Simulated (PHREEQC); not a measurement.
A made-up water analysis in mmol/kgw, 85 °C, pH 2.01, pe 11.5: Na 16.4; K 2.59; Ca 9.44; Mg 0.485; Cl 12; S(6) 23.1; Cu(2) 0.0167.

Valence states are taken as typed.

The numbers come from PHREEQC with the ion-association model, phreeqc.dat.

No solid was allowed to form.

### Question
Order these Cu species by the share of Cu that they hold, largest first: Cu+2, CuSO4, CuCl+.

### Answer
Cu+2 (68 %), CuSO4 (21 %), CuCl+ (11 %)

The pH is 2.01 and the ionic strength 0.0555 mol/kgw. Complexes and solids missing from the database can't appear. Away from 25 °C the constants follow the database's enthalpies or fits; those with neither stay at their 25 °C values.
